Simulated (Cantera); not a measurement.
Cantera run:

```python
import numpy as np
import cantera as ct

gas_names = [...]  # 87 gases of nasa_gas.yaml made of C, H, Si
cond_names = """
    C(gr) C6H6(L) C7H8(L) C8H18(L),n-octa Si(cr) Si(L) SiC(b)
""".split()


# ... load() reads the species with a 1 bar reference pressure and builds the phases ...
atoms = {
    'SiH4': {'Si': 1, 'H': 4},
    'C2H2': {'C': 2, 'H': 2},
    'H2': {'H': 2},
}
top_T = {'C(gr)': 4500, 'SiC(b)': 3050}  # K; cautious upper limits of use, not melting points


# ... equilibrate(T, P, feed) seeds the gas with the atoms and calls Mixture.equilibrate('TP', solver="vcs", rtol=1e-11, max_steps=5000) ...
results = []
feed = {'SiH4': 1, 'C2H2': 0.031, 'H2': 1.3}  # mol
T = 1373  # K
P = 21000  # Pa
mix = equilibrate(T, P, feed)
results.append((T, P, feed, dict(zip(mix.species_names, mix.species_moles))))
x = sorted(zip(gas.X, gas.species_names), reverse=True)
print(f"T = {T:g} K  P = {P:g} Pa  gas = {mix.phase_moles(0):.4g} mol")
print("   x: " + "  ".join(f"{s} {v:.3e}" for v, s in x if v > 0.0001))
print("   condensed (mol): " + ("  ".join(f"{mix.phase(i).name} {mix.phase_moles(i):.4g}"
      for i in range(1, mix.n_phases) if mix.phase_moles(i) > 1e-12) or "none"))
```

Result:

```
T = 1373 K  P = 21000 Pa  gas = 3.331 mol
   x: H2 1.000e+00
   condensed (mol): Si(cr) 0.938  SiC(b) 0.06199
```

Equilibrium computed with Cantera from the NASA thermochemical tables; the gas is ideal and each condensed phase is pure. Mutual solubility and eutectic melting of coexisting phases are not modelled.
